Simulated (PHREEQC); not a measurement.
Solution (88 °C): 1 mmol/kgw H3BO3, 0.047 mmol/kgw Cu(NO3)2 and 0.37 mmol/kgw BaBr2. Closed to the air; pH follows from the charge balance.

All values are PHREEQC results (ion-association model, phreeqc.dat), not measurements.

| Quantity | Value |
|---|---|
| pH | 5.49 |
| ionic strength | 0.00125 mol/kgw |
| specific conductance | 306 µS/cm |

```tsv
species	molality	activity	log γ
H3BO3	0.000999	0.001000	0.000
Br-	0.000740	0.000707	-0.020
Ba+2	0.000370	0.000309	-0.078
NO3-	9.40e-5	8.98e-5	-0.020
Cu+2	4.43e-5	3.72e-5	-0.077
H+	3.34e-6	3.20e-6	-0.019
Cu2(OH)2+2	1.23e-6	1.03e-6	-0.079
H2BO3-	4.86e-7	4.64e-7	-0.020
```

This is a speciation only: nothing precipitates in the calculation. Complexes and solids missing from the database can't appear. Constants without temperature data keep their 25 °C values here.
